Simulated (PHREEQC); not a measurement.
## Silver or lead bath: speciation

Dissolve 0.0011 mol Pb(NO3)2, 0.00029 mol KBr and 0.069 mol Zn(NO3)2 per kg of water at 20 °C. Closed to the air; pH follows from the charge balance.

The numbers come from PHREEQC with the ion-association model, phreeqc.dat.

Precipitation was switched off in this run.

Task: Predict the pH.

Result: pH 5.34.

Task: In which forms is Br present?

Result: Br- 98 %, PbBr+ 1.1 % of the Br.
